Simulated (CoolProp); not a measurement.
Vapour-liquid equilibrium of R1234yf (1) + R152A (2) at 0.214 MPa; x and y are mole fractions of (1).

Values from CoolProp's multi-fluid Helmholtz-energy mixture model, Lemmon 2022 and Outcalt 1996; pair parameters Bell 2023.

```tsv
x	bubble temperature (K)	y at the bubble point	dew temperature at overall composition x (K)	liquid density (mol/L)
0.05	266.6	0.077	266.9	14.44
0.125	265.5	0.177	266.1	14.04
0.2	264.7	0.262	265.3	13.66
0.275	264.0	0.338	264.6	13.30
0.35	263.5	0.408	263.9	12.96
0.425	263.1	0.474	263.4	12.63
0.5	262.8	0.539	263.0	12.32
0.575	262.5	0.603	262.6	12.03
0.65	262.3	0.668	262.4	11.75
0.725	262.2	0.735	262.2	11.48
0.8	262.1	0.803	262.1	11.23
0.875	262.1	0.875	262.1	10.99
0.95	262.1	0.949	262.1	10.76
```

y crosses x between x = 0.8 and 0.875: the model has an azeotrope there.

The pair parameters rest on a limited set of measurements; away from them the model extrapolates.
